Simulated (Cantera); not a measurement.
## Equilibrium for silicon epitaxy and polysilicon growth: Si₃H₈ + H₂ + HCl

Charge: 1 mol Si₃H₈, 910 mol H₂, 3.2 mol HCl, equilibrated at 0.240 bar.

Cantera equilibrium calculation (NASA polynomials, part measured and part estimated; ideal gas, pure solids and liquids). Candidate condensed phases: Si; 19 gas species. The feed counts by its element totals alone. Gases not in the tables: Si₂H₆ and higher silanes. Rates play no part.

```json
[
 {"T (K)": "1250", "x H₂": "0.997", "x HCl": "0.00341", "x H": "9.85e-7", "x SiCl₂": "2.94e-5", "x SiH₂": "3.12e-8", "x Si": "3.46e-11", "x SiH": "1.87e-10", "n Si(s)": "2.97", "n Si(l)": "0"},
 {"T (K)": "1300", "x H₂": "0.997", "x HCl": "0.00342", "x H": "2.25e-6", "x SiCl₂": "3.13e-5", "x SiH₂": "7.62e-8", "x Si": "1.80e-10", "x SiH": "7.32e-10", "n Si(s)": "2.97", "n Si(l)": "0"},
 {"T (K)": "1350", "x H₂": "0.997", "x HCl": "0.00342", "x H": "4.86e-6", "x SiCl₂": "3.30e-5", "x SiH₂": "1.74e-7", "x Si": "8.31e-10", "x SiH": "2.59e-9", "n Si(s)": "2.97", "n Si(l)": "0"},
 {"T (K)": "1400", "x H₂": "0.997", "x HCl": "0.00342", "x H": "9.91e-6", "x SiCl₂": "3.46e-5", "x SiH₂": "3.75e-7", "x Si": "3.43e-9", "x SiH": "8.37e-9", "n Si(s)": "2.97", "n Si(l)": "0"},
 {"T (K)": "1450", "x H₂": "0.997", "x HCl": "0.00341", "x H": "1.93e-5", "x SiCl₂": "3.61e-5", "x SiH₂": "7.67e-7", "x Si": "1.28e-8", "x SiH": "2.49e-8", "n Si(s)": "2.96", "n Si(l)": "0"},
 {"T (K)": "1500", "x H₂": "0.997", "x HCl": "0.00341", "x H": "3.59e-5", "x SiCl₂": "3.75e-5", "x SiH₂": "1.49e-6", "x Si": "4.39e-8", "x SiH": "6.88e-8", "n Si(s)": "2.96", "n Si(l)": "0"},
 {"T (K)": "1550", "x H₂": "0.996", "x HCl": "0.00341", "x H": "6.42e-5", "x SiCl₂": "3.89e-5", "x SiH₂": "2.78e-6", "x Si": "1.38e-7", "x SiH": "1.78e-7", "n Si(s)": "2.96", "n Si(l)": "0"},
 {"T (K)": "1600", "x H₂": "0.996", "x HCl": "0.00341", "x H": "0.000111", "x SiCl₂": "4.02e-5", "x SiH₂": "4.99e-6", "x Si": "4.06e-7", "x SiH": "4.33e-7", "n Si(s)": "2.96", "n Si(l)": "0"},
 {"T (K)": "1650", "x H₂": "0.996", "x HCl": "0.00340", "x H": "0.000185", "x SiCl₂": "4.14e-5", "x SiH₂": "8.63e-6", "x Si": "1.12e-6", "x SiH": "9.97e-7", "n Si(s)": "2.95", "n Si(l)": "0"},
 {"T (K)": "1700", "x H₂": "0.996", "x HCl": "0.00340", "x H": "0.000300", "x SiCl₂": "4.16e-5", "x SiH₂": "1.41e-5", "x Si": "2.83e-6", "x SiH": "2.14e-6", "n Si(s)": "0", "n Si(l)": "2.94"},
 {"T (K)": "1750", "x H₂": "0.996", "x HCl": "0.00341", "x H": "0.000474", "x SiCl₂": "3.87e-5", "x SiH₂": "2.07e-5", "x Si": "6.25e-6", "x SiH": "4.05e-6", "n Si(s)": "0", "n Si(l)": "2.93"}
]
```
x: gas mole fraction; n: condensed amount in mol.

From 1250 K to 1650 K the condensed part is Si(s). From 1700 K to 1750 K the condensed part is Si(l). The main Si-bearing gas is SiCl₂ throughout.
